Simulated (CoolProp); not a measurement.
Vapour-liquid equilibrium of R152A (1) + methanol (2) at 254.4 K; x and y are mole fractions of (1).

Computed with CoolProp (multi-fluid Helmholtz-energy mixture model, Outcalt 1996 and de Reuck 1993; pair parameters Bell 2016).

| x | bubble pressure (kPa) | y at the bubble point | dew pressure at overall composition x (kPa) | liquid density (mol/L) |
|---|---|---|---|---|
| 0.05 | 34.99 | 0.968 | 1.188 | 25.12 |
| 0.2 | 72.78 | (withheld) | (withheld) | 23.14 |
| 0.35 | (withheld) | 0.987 | 1.733 | 21.34 |
| 0.5 | 86.27 | 0.988 | 2.252 | 19.71 |
| 0.65 | 93.90 | 0.990 | (withheld) | 18.22 |
| 0.8 | 105.4 | (withheld) | 5.621 | 16.84 |
| 0.95 | 121.0 | (withheld) | (withheld) | (withheld) |

### Question
What belongs in the gaps?

### Answer

- 0.2, y at the bubble point: 0.985
- 0.2, dew pressure at overall composition x (kPa): 1.409
- 0.35, bubble pressure (kPa): 81.15
- 0.65, dew pressure at overall composition x (kPa): 3.215
- 0.8, y at the bubble point: 0.993
- 0.95, y at the bubble point: 0.998
- 0.95, dew pressure at overall composition x (kPa): 22.35
- 0.95, liquid density (mol/L): 15.56

No azeotrope shows between x = 0.05 and 0.95.

Pair parameters are fitted to limited data, so mixtures are less certain than the pure fluids. With so large a gap from Raoult's law the liquid may split in two, which this calculation doesn't test in full.
